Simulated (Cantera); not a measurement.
# Sublimation and decomposition of ceramics: Si₃N₄ + C + N₂

Charge: 1 mol Si₃N₄, 0.011 mol C, 0.093 mol N₂, held at 190000 Pa.

Equilibrium computed with Cantera from the NASA thermochemical tables; the gas is ideal and each condensed phase is pure. Candidate condensed phases: C, Si, SiC, Si₃N₄; 20 gas species. Mutual solubility and eutectic melting of coexisting phases are not modelled. The tables' values for SiN are old estimates; treat these amounts as uncertain. The numbers say what is thermodynamically allowed, not how fast it happens.

| T (K) | x N₂ | x Si | x Si₂C | x SiN | x Si₂N | n SiC(s) | n Si₃N₄(s) | n Si(l) |
|---|---|---|---|---|---|---|---|---|
| 2023 | 1.000 | 7.15e-6 | 2.16e-7 | 2.43e-6 | 7.45e-7 | 0.0110 | 0.996 | 0 |
| 2123 | 1.000 | 4.81e-5 | 2.15e-6 | 1.31e-5 | 8.30e-6 | 0.0110 | 0.996 | 0 |
| 2223 | 1.000 | 0.000242 | 1.53e-5 | 5.38e-5 | 5.84e-5 | 0.0110 | 0 | 2.99 |
| 2323 | 0.999 | 0.000600 | 5.23e-5 | 0.000111 | 0.000112 | 0.0109 | 0 | 2.99 |
| 2423 | 0.998 | 0.00138 | 0.000161 | 0.000216 | 0.000201 | 0.0106 | 0 | 2.98 |
| 2523 | 0.996 | 0.00296 | 0.000449 | 0.000397 | 0.000346 | 0.00976 | 0 | 2.98 |
| 2623 | 0.991 | 0.00600 | 0.00116 | 0.000695 | 0.000569 | 0.00744 | 0 | 2.97 |
x: gas mole fraction; n: condensed amount in mol.

From 2023 K to 2123 K the condensed part is SiC(s) + Si₃N₄(s). From 2223 K to 2623 K the condensed part is Si(l) + SiC(s). The main Si-bearing gas is Si throughout.
